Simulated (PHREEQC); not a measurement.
Make-up at 20 °C and 50 atm: 9.6 mmol/kgw Pb(NO3)2, 1.7 mmol/kgw CaCl2, 77 mmol/kgw H2SO4 and 1.6 mmol/kgw Na2SO4. Closed to the air; pH follows from the charge balance.

The numbers come from PHREEQC with the ion-association model, phreeqc.dat.

Precipitation was switched off in this run.

Problem. Order these Ca species by the share of Ca that they hold, largest first: Ca+2, CaHSO4+, CaSO4.

Solution. Ca+2 (62 %), CaSO4 (22 %), CaHSO4+ (15 %)

Problem. Order these Pb species by the share of Pb that they hold, largest first: PbCl+, PbNO3+, Pb+2, Pb(SO4)2-2, PbSO4.

Solution. PbSO4 (48 %), Pb+2 (42 %), Pb(SO4)2-2 (4.8 %), PbNO3+ (3.9 %), PbCl+ (1.6 %)

The pH is 1.09 and the ionic strength 0.137 mol/kgw. Species that the database lacks are ignored. Under pressure, the constants of complexes without a molar volume in the database are unreliable.
